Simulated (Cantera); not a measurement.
Mixture: H2 : O2 : N2 = 1 : 0.505 : 1.9 (molar parts), at 100000 Pa, adiabatic and at constant volume. Ignition delay is the time to a rise of 400 K.

Detailed kinetics in Cantera: the H2/O2 subset of GRI-Mech 3.0, which has no nitrogen chemistry. Where the delays flatten at high temperature, the 400 K rule measures the pace of heat release, not the induction time.

### Question
What does this change do: constant pressure in place of constant volume?

### Answer
```tsv
quantity	before	after
delay at 975 K	0.689 ms	0.699 ms
delay at 1125 K	71.4 µs	74.5 µs
delay at 1275 K	31.2 µs	33.5 µs
delay at 1425 K	18.5 µs	21.1 µs
delay at 1575 K	13.6 µs	16.9 µs
```

### Question
What does this change do: pressure from 100000 Pa to 1800000 Pa?

### Answer
```csv
quantity,before,after
delay at 975 K,0.689 ms,10.7 ms
delay at 1125 K,71.4 µs,0.464 ms
delay at 1275 K,31.2 µs,21.1 µs
delay at 1425 K,18.5 µs,1.44 µs
delay at 1575 K,13.6 µs,0.642 µs
```
The hydrogen kinetics of GRI-Mech 3.0 are dated; newer H2 mechanisms differ, most at raised pressure. The pressure lies above the range GRI-Mech 3.0 was tuned for (to about 10 atm).
